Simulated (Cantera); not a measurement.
An isothermal, constant-pressure homogeneous reactor starts with 0.524 % CO, 0.277 % O2, 0.316 % H2O, 98.9 % N2, at 900 K and 0.133 bar.

Detailed kinetics in Cantera: GRI-Mech 3.0 (53 species, 325 reactions).

Problem. Predict: x(CO) at 4.00 s; x(O2) at 4.00 s; x(H2O) at 4.00 s; x(CO2) at 4.00 s; x(OH) at 4.00 s.

Solution. x(CO) at 4.00 s: 0.000426 (gas-phase equilibrium 1.65e-12)
x(O2) at 4.00 s: 0.000382 (gas-phase equilibrium 0.000149)
x(H2O) at 4.00 s: 0.00312 (gas-phase equilibrium 0.00317)
x(CO2) at 4.00 s: 0.00483 (gas-phase equilibrium 0.00525)
x(OH) at 4.00 s: 1.98e-6 (gas-phase equilibrium 6.33e-10)
